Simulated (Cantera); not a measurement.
Charge: 1 mol CuO, 2.1 mol CH₄, 0.75 mol H₂, equilibrated at 0.00150 bar.

Equilibrium computed with Cantera from the NASA thermochemical tables; the gas is ideal and each condensed phase is pure. Candidate condensed phases: C, C₆H₆, C₇H₈, C₈H₁₈, Cu, CuO, Cu(OH)₂, Cu₂O, H₂O; 113 gas species. Kinetics and transport are ignored. All values below are at 825 °C.

Base state: H₂ 0.832, CO 0.168, CH₄ 3.79e-5, H₂O 1.93e-5 (mole fractions); condensed: C(graphite) + Cu(s).

**Question.** What changes in the equilibrium state with this change: CH₄ from 2.1 to 0.76 mol?

**Answer.** 
```json
[
 {"species": "H₂", "before": "0.832", "after": "0.690"},
 {"species": "CO", "before": "0.168", "after": "0.231"},
 {"species": "H₂O", "before": "1.93e-5", "after": "0.0594"},
 {"species": "CO₂", "before": "3.87e-6", "after": "0.0198"},
 {"species": "CH₄", "before": "3.79e-5", "after": "9.64e-9"},
 {"species": "C(graphite), mol", "before": "1.10", "after": "0"},
 {"species": "Cu(s), mol", "before": "1.000", "after": "1.000"}
]
```
